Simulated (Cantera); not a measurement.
Charge: 1 mol B, a varied amount of H2O, 0.29 mol N2, 6.4 mol H2, equilibrated at 158 Torr.

Equilibrium computed with Cantera from the NASA thermochemical tables; the gas is ideal and each condensed phase is pure. Candidate condensed phases: B, BN, B2O3, B3O3H3, H2O; 39 gas species. N2 is the only nitrogen source here; it is nearly inert below about 1500 K, so the nitride shown seldom forms there in practice. Mutual solubility and eutectic melting of coexisting phases are not modelled. Gases not in the tables: H3BO3. Rates play no part.

Question: What condenses at these points (T in °C, n(H2O) in mol): (1225, 0.15); (1725, 1.6); (1525, 0.58); (1225, 0.81); (1325, 0.21); (2025, 0.41); (1325, 1.6); (1525, 1.1)?

Answer: 
```
T (°C)  n(H2O) in mol  condensed phases  B condensed (%)
------  -------------  ----------------  ---------------
1225             0.15     B + BN + B2O3             88.1
1725              1.6          gas only              0.0
1525             0.58                BN             52.3
1225             0.81         BN + B2O3             98.0
1325             0.21            B + BN             79.7
2025             0.41            B + BN             57.5
1325              1.6              B2O3             89.2
1525              1.1         BN + B2O3             27.9
```
